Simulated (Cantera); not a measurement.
Input: 1 mol HMDSO, 0.77 mol O3, 32 mol N2, 2.2 mol CO2, held at 725 K and 17.0 mbar.

Method: chemical equilibrium by Gibbs-energy minimisation in Cantera with the NASA 1993 tables (ideal gas, pure condensed phases). Candidate condensed phases: C, C6H6, C7H8, C8H18, H2O, Si, SiC, SiO2, Si2N2O, Si3N4; 151 gas species. The feed counts by its element totals alone. The numbers say what is thermodynamically allowed, not how fast it happens.

Base state: N2 0.745, H2 0.186, CO 0.0286, CO2 0.0202, H2O 0.0174, CH4 0.00302 (mole fractions); condensed: C(graphite) + SiO2(α-quartz).

Question: What changes in the equilibrium state with this change: temperature from 725 K to 1173 K?

Answer: 
```
species               before    after
-------------------  -------  -------
N2                     0.745    0.686
H2                     0.186    0.196
CO                    0.0286    0.117
CO2                   0.0202  6.54e-6
H2O                   0.0174  1.39e-5
HCN                  4.35e-9  2.01e-5
CH4                  0.00302  1.28e-5
C(graphite), mol        5.97     2.82
SiO2(α-quartz), mol     2.00        0
SiO2(β-quartz), mol        0    0.884
Si2N2O(s), mol             0    0.558
```
N2 is the only nitrogen source here; it is nearly inert below about 1500 K, so the nitride shown seldom forms there in practice. Mutual solubility and eutectic melting of coexisting phases are not modelled. The tables hold silica as quartz up to 1696 K and as liquid above; real silica turns to tridymite and cristobalite and melts near 1996 K.
